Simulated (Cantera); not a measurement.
Charge: 1 mol MgF2, 0.1 mol N2, held at 0.00230 bar.

Method: chemical equilibrium by Gibbs-energy minimisation in Cantera with the NASA 1993 tables (ideal gas, pure condensed phases). Candidate condensed phases: Mg, MgF2; 13 gas species. Kinetics and transport are ignored.

x: gas mole fraction; n: condensed amount in mol.

```csv
T (K),x N2,x MgF2,x F,x MgF,x Mg2F4,n MgF2(s),n MgF2(l)
1025,1.00,1.95e-8,<1e-12,<1e-12,<1e-12,1.00,0
1125,1.000,1.04e-6,<1e-12,8.51e-11,9.04e-12,1.00,0
1225,1.000,2.84e-5,1.24e-10,2.04e-10,7.54e-10,1.000,0
1325,1.000,0.000462,5.34e-9,5.35e-9,3.14e-8,1.000,0
1425,0.995,___,___,___,___,0.999,0
1525,0.961,0.0391,1.49e-6,1.48e-6,1.19e-5,0.996,0
1625,0.818,0.181,1.29e-5,1.28e-5,7.82e-5,0,0.978
1725,___,___,___,___,___,0,___
1825,0.0909,0.908,0.000294,0.000291,0.000275,0,0
1925,0.0908,0.907,0.000788,0.000770,0.000121,0,0
2025,0.0907,0.905,0.00192,0.00185,5.79e-5,0,0
2125,0.0905,0.901,0.00432,0.00405,2.96e-5,0,0
```

Task: Some entries are withheld; supply them.

Result: 
- 1725, x N2: 0.325
- 1725, x MgF2: 0.674
- 1725, x F: 8.46e-5
- 1725, x MgF: 8.41e-5
- 1725, x Mg2F4: 0.000381
- 1725, n MgF2(l): 0.793
- 1425, x MgF2: 0.00500
- 1425, x F: 1.09e-7
- 1425, x MgF: 1.09e-7
- 1425, x Mg2F4: 7.60e-7
